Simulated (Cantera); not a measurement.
Source: NASA polynomial tables (part measured, part estimated), evaluated in Cantera. Values are per mole of reaction as written; species without (g) are pure solids or liquids, kept so even where they would boil at 1 bar.

FeS₂ → 2 S + Fe

```csv
T (K),ΔH° (kJ),ΔS° (J/K),ΔG° (kJ),log10 K
423,___,___,___,___
473,179.5,58.5,151.8,-16.76
523,181.4,62.5,148.8,-14.86
573,183.2,65.7,145.6,-13.27
623,184.6,68.1,142.2,-11.92
673,___,___,___,___
723,186.8,71.3,135.2,-9.77
773,187.7,72.6,131.6,-8.89
```

### Question
Fill in the missing entries.

### Answer

- 423, ΔH° (kJ): 177.6
- 423, ΔS° (J/K): 54.3
- 423, ΔG° (kJ): 154.6
- 423, log10 K: -19.09
- 673, ΔH° (kJ): 185.8
- 673, ΔS° (J/K): 69.9
- 673, ΔG° (kJ): 138.7
- 673, log10 K: -10.77
